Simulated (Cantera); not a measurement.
Input: 1 mol Si, 0.001 mol O2, 28 mol N2, at 1925 K and 3.70 bar.

Method: chemical equilibrium by Gibbs-energy minimisation in Cantera with the NASA 1993 tables (ideal gas, pure condensed phases). Candidate condensed phases: Si, SiO2, Si2N2O, Si3N4; 16 gas species. Rates play no part.

Base state: N2 1.000, SiO 7.32e-5 (mole fractions); condensed: Si3N4(s).

### Question
What changes in the equilibrium state with this change: temperature from 1925 K to 1825 K?

### Answer
```json
[
 {"species": "N2", "before": "1.000", "after": "1.000"},
 {"species": "SiO", "before": "7.32e-5", "after": "2.00e-5"},
 {"species": "Si3N4(s), mol", "before": "0.333", "after": "0.332"},
 {"species": "Si2N2O(s), mol", "before": "0", "after": "0.00145"}
]
```
Mutual solubility and eutectic melting of coexisting phases are not modelled.
